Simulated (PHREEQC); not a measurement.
Make-up at 25 °C and 300 atm: 0.0039 mol/kgw ZnCl2, 1.6e-05 mol/kgw NaCl and 0.021 mol/kgw MnSO4. Closed to the air; pH follows from the charge balance.

All values are PHREEQC results (ion-association model, phreeqc.dat), not measurements.

```json
{
  "pH": "5.97",
  "ionic_strength": "0.0687 mol/kgw",
  "specific_conductance": "3550 µS/cm",
  "density": "1.014 g/cm³"
}
```

| species | molality | activity | log γ |
|---|---|---|---|
| Mn+2 | 0.0155 | 0.00694 | -0.348 |
| SO4-2 | 0.0141 | 0.00602 | -0.371 |
| Cl- | 0.00757 | 0.00602 | -0.099 |
| MnSO4 | 0.00533 | 0.00542 | 0.007 |
| Zn+2 | 0.00258 | 0.00111 | -0.369 |
| ZnSO4 | 0.00106 | 0.00108 | 0.007 |
| Zn(SO4)2-2 | 0.000225 | 9.47e-5 | -0.376 |
| MnCl+ | 0.000220 | 0.000178 | -0.092 |
| ZnCl+ | 2.50e-5 | 2.00e-5 | -0.098 |
| Na+ | 1.55e-5 | 1.26e-5 | -0.092 |
| ZnOH+ | 1.34e-6 | 1.08e-6 | -0.094 |
| H+ | 1.27e-6 | 1.07e-6 | -0.074 |
| HSO4- | 5.66e-7 | 4.55e-7 | -0.094 |
| NaSO4- | 4.65e-7 | 3.78e-7 | -0.090 |
| ZnOHCl | 2.41e-7 | 2.45e-7 | 0.007 |

This is a speciation only: nothing precipitates in the calculation. Complexes and solids missing from the database can't appear. Under pressure, the constants of complexes without a molar volume in the database are unreliable.
